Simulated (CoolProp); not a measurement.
Vapour-liquid equilibrium of acetone (1) + n-decane (2) at 88.55 °C; x and y are mole fractions of (1).

The numbers come from the multi-fluid Helmholtz-energy mixture model, Lemmon 2006 and Lemmon 2006; pair parameters Bell 2016 in CoolProp.

Problem. Give the bubble pressure and the first vapour's composition at x = 0.15, 0.35, 0.55. Is there an azeotrope?

Solution. x = 0.15: 83.11 kPa, y = 0.934; x = 0.35: 158.9 kPa, y = 0.970; x = 0.55: 197.0 kPa, y = 0.979. No azeotrope shows between x = 0.05 and 0.95.

The pair parameters rest on a limited set of measurements; away from them the model extrapolates. With so large a gap from Raoult's law the liquid may split in two, which this calculation doesn't test in full.
